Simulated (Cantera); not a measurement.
**FeCl₃ + H₂ + N₂ (halide evaporation, hydrolysis and transport)**

A closed system holds: 1 mol FeCl₃, 0.34 mol H₂, 2.2 mol N₂, equilibrated at 1850 K.

Method: chemical equilibrium by Gibbs-energy minimisation in Cantera with the NASA 1993 tables (ideal gas, pure condensed phases). Candidate condensed phases: Fe, FeCl₂, FeCl₃, NH₄Cl; 18 gas species. Rates play no part.

```
P (Pa)   x N₂    x Cl  x FeCl₂   x HCl      x Fe       x H   x FeCl₃     x Cl₂
------  -----  ------  -------  ------  --------  --------  --------  --------
0.100   0.343   0.399  0.00294  0.0629     0.153    0.0348   1.88e-9   1.01e-6
0.560   0.385   0.324   0.0498   0.101     0.125    0.0123   1.44e-7   3.73e-6
3.20    0.471   0.172    0.168   0.134    0.0458   0.00536   1.48e-6   6.01e-6
18      0.515  0.0947    0.227   0.152   0.00647   0.00197   6.19e-6   1.02e-5
100     0.523  0.0785    0.237   0.160  0.000319  0.000449   2.97e-5   3.90e-5
560     0.524  0.0760    0.238   0.162   1.09e-5   8.37e-5  0.000162  0.000205
3200    0.525  0.0733    0.238   0.162   3.57e-7   1.52e-5  0.000891   0.00109
18000   0.528  0.0634    0.236   0.163   1.50e-8   3.16e-6   0.00430   0.00459
100000  0.538  0.0414    0.229   0.166   1.10e-9   8.85e-7    0.0151    0.0109
```
x: gas mole fraction; nothing condenses.

From 0.100 Pa to 1.00 bar nothing is condensed. The main Fe-bearing gas is Fe at 0.100 Pa and FeCl₂ at 1.00 bar.
